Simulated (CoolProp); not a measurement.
A simple Rankine cycle with c-C4F8 (RC318): condensing at 333.15 K, boiler at 2.16 MPa, turbine inlet 377.8 K, turbine efficiency 0.85, pump efficiency 0.8, no recuperator. Each further row changes one setting.

The numbers come from the reference Helmholtz-energy equation of state, Platzer 1990 in CoolProp. This equation is an older, rougher fit; its heat capacities, sound speeds and derivatives of the liquid may be far off and weren't checked against measurements.

| case | thermal efficiency (%) | net work (kJ/kg) | heat in (kJ/kg) | turbine exit temperature (K) | volume ratio over the turbine |
|---|---|---|---|---|---|
| as stated | 6.9 | 7.39 | 107 | 348.1 | ___ |
| turbine inlet 397.8 K | ___ | ___ | 133 | 373.5 | 3.02 |
| condensing temperature 325.15 K | ___ | 9.38 | 117 | ___ | 4.36 |
| boiler pressure 1.51 MPa | ___ | 5.59 | 120 | 363.5 | ___ |
| turbine efficiency 0.75 | 5.9 | ___ | 107 | 349.2 | 3.49 |

Problem. Some entries are withheld; supply them.

Solution. 
- as stated, volume ratio over the turbine: 3.47
- turbine inlet 397.8 K, thermal efficiency (%): 6.8
- turbine inlet 397.8 K, net work (kJ/kg): 8.97
- condensing temperature 325.15 K, thermal efficiency (%): 8.0
- condensing temperature 325.15 K, turbine exit temperature (K): 343.7
- boiler pressure 1.51 MPa, thermal efficiency (%): 4.7
- boiler pressure 1.51 MPa, volume ratio over the turbine: 1.97
- turbine efficiency 0.75, net work (kJ/kg): 6.38
